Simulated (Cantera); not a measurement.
What does this Cantera script print?

```python
import numpy as np
import cantera as ct

surf = ct.Interface("ptcombust.yaml", "Pt_surf")
gas = surf.adjacent["gas"]
gas.TPX = 300, 10000, {'H2': 0.023, 'O2': 0.13, 'N2': 0.79}
jet = ct.ImpingingJet(gas=gas, width=0.021, surface=surf)
jet.inlet.mdot, jet.inlet.T, jet.inlet.X = 0.032, 300, {'H2': 0.023, 'O2': 0.13, 'N2': 0.79}
jet.set_refine_criteria(ratio=10, slope=0.2, curve=0.3)
show, cover = ['H2', 'O2', 'H2O', 'OH'], ["PT(S)", "H(S)", "O(S)", "OH(S)", "CO(S)", "C(S)"]

rows = []
print(f"{'Ts/K':>7s}" + "".join(f"{s:>11s}" for s in show + cover) + "   (gas at the wall, coverages)")
for i, Ts in enumerate([500, 550, 600, 650, 700]):
    jet.surface.T = Ts
    if i == 0:
        surf.TP = Ts, 10000
        surf.coverages = "PT(S):0.5, O(S):0.5"
        surf.advance_coverages(1.0)
        jet.set_initial_guess(products="inlet")
    jet.solve(loglevel=0, auto=(i == 0))
    rows.append([*(jet.X[gas.species_index(s), -1] for s in show), *surf[cover].coverages])
    print(f"{Ts:7g}" + "".join(f"{x:11.3e}" for x in rows[-1]))
```

Result:

```
   Ts/K         H2         O2        H2O         OH      PT(S)       H(S)       O(S)      OH(S)      CO(S)       C(S)   (gas at the wall, coverages)
    500  3.023e-03  1.153e-01  4.147e-02  1.582e-15  3.844e-02  1.037e-09  9.456e-01  1.590e-02 -4.009e-14 -5.762e-25
    550  3.020e-03  1.154e-01  4.111e-02  6.016e-14  4.073e-02  1.006e-09  9.502e-01  9.098e-03  1.293e-15 -3.902e-27
    600  3.017e-03  1.155e-01  4.080e-02  1.236e-12  4.294e-02  1.223e-09  9.514e-01  5.673e-03  6.087e-16  2.347e-26
    650  2.998e-03  1.155e-01  4.057e-02  1.579e-11  4.542e-02  1.776e-09  9.508e-01  3.796e-03 -1.303e-20  1.318e-25
    700  2.856e-03  1.155e-01  4.060e-02  1.374e-10  5.024e-02  2.978e-09  9.470e-01  2.756e-03  1.406e-17 -1.755e-26
```

Computed with Cantera and Deutschmann's 1995 Pt surface mechanism with GRI-Mech 3.0 gas chemistry. Catalytic surfaces can have several steady states; this one follows from the mechanism file's or the stated starting coverage.
